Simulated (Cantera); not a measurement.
Cantera run:

```python
import numpy as np
import cantera as ct

gas_names = """
    Cr CrN CrO CrO2 CrO3 N NO NO2 NO3 N2 N2O O O2 O3
""".split()
cond_names = """
    Cr(cr) Cr(L) CrN(s) Cr2N(s) Cr2O3(s) Cr2O3(L)
""".split()


def load(file, names, dense=False):
    # The tables refer to 1 bar. Condensed volumes are neglected.
    table = {s.name: s for s in ct.Species.list_from_file(file)}
    out = []
    for n in names:
        d = dict(table[n].input_data)
        d["thermo"] = dict(d["thermo"], **{"reference-pressure": 1e5})
        if dense:
            d["equation-of-state"] = {"model": "constant-volume", "density": "1e6 g/cm^3"}
        out.append(ct.Species.from_dict(d))
    return out


gas = ct.Solution(thermo="ideal-gas", species=load("nasa_gas.yaml", gas_names))
cond = {s.name: ct.Solution(thermo="fixed-stoichiometry", species=[s], name=s.name)
        for s in load("nasa_condensed.yaml", cond_names, dense=True)}
atoms = {
    'Cr': {'Cr': 1},
    'N2O': {'N': 2, 'O': 1},
    'N2': {'N': 2},
}
top_T = {'CrN(s)': 1900, 'Cr2N(s)': 1900}  # K; cautious upper limits of use, not melting points


def equilibrate(T, P, feed):
    n = {}
    for name, mol in feed.items():
        for a, k in atoms[name].items():
            n[a] = n.get(a, 0.0) + k * mol
    gas.TPX = T, P, n
    mass = sum(n.values()) * gas.mean_molecular_weight
    gas.equilibrate("TP")
    valid = [c for c in cond.values() if c.min_temp <= T <= top_T.get(c.name, c.max_temp)]
    mix = ct.Mixture([(gas, mass / gas.mean_molecular_weight)] + [(c, 0.0) for c in valid])
    mix.T, mix.P = T, P
    mix.equilibrate("TP", solver="vcs", rtol=1e-11, max_steps=5000)
    return mix


results = []
feed = {'Cr': 1, 'N2O': 2.1, 'N2': 48}  # mol
T = 1773.15  # K
for P in [0.1, 1, 10, 100, 1000, 10000, 100000, 1000000]:
    mix = equilibrate(T, P, feed)
    results.append((T, P, feed, dict(zip(mix.species_names, mix.species_moles))))
    x = sorted(zip(gas.X, gas.species_names), reverse=True)
    print(f"T = {T:g} K  P = {P:g} Pa  gas = {mix.phase_moles(0):.4g} mol")
    print("   x: " + "  ".join(f"{s} {v:.3e}" for v, s in x if v > 0.001))
    print("   condensed (mol): " + ("  ".join(f"{mix.phase(i).name} {mix.phase_moles(i):.4g}"
          for i in range(1, mix.n_phases) if mix.phase_moles(i) > 1e-12) or "none"))
```

It prints:

```
T = 1773.15 K  P = 0.1 Pa  gas = 51.89 mol
   x: N2 9.651e-01  O 7.863e-03  O2 6.994e-03  CrO 6.941e-03  Cr 6.876e-03  CrO2 5.448e-03
   condensed (mol): none
T = 1773.15 K  P = 1 Pa  gas = 50.56 mol
   x: N2 9.907e-01  O2 4.626e-03  O 2.022e-03  CrO2 1.226e-03
   condensed (mol): Cr2O3(s) 0.4477
T = 1773.15 K  P = 10 Pa  gas = 50.43 mol
   x: N2 9.932e-01  O2 5.227e-03
   condensed (mol): Cr2O3(s) 0.4934
T = 1773.15 K  P = 100 Pa  gas = 50.41 mol
   x: N2 9.936e-01  O2 5.487e-03
   condensed (mol): Cr2O3(s) 0.4989
T = 1773.15 K  P = 1000 Pa  gas = 50.4 mol
   x: N2 9.937e-01  O2 5.568e-03
   condensed (mol): Cr2O3(s) 0.4998
T = 1773.15 K  P = 10000 Pa  gas = 50.4 mol
   x: N2 9.937e-01  O2 5.593e-03
   condensed (mol): Cr2O3(s) 0.5
T = 1773.15 K  P = 100000 Pa  gas = 50.4 mol
   x: N2 9.937e-01  O2 5.601e-03
   condensed (mol): Cr2O3(s) 0.5
T = 1773.15 K  P = 1e+06 Pa  gas = 50.4 mol
   x: N2 9.937e-01  O2 5.603e-03
   condensed (mol): Cr2O3(s) 0.5
```

Method: chemical equilibrium by Gibbs-energy minimisation in Cantera with the NASA 1993 tables (ideal gas, pure condensed phases).
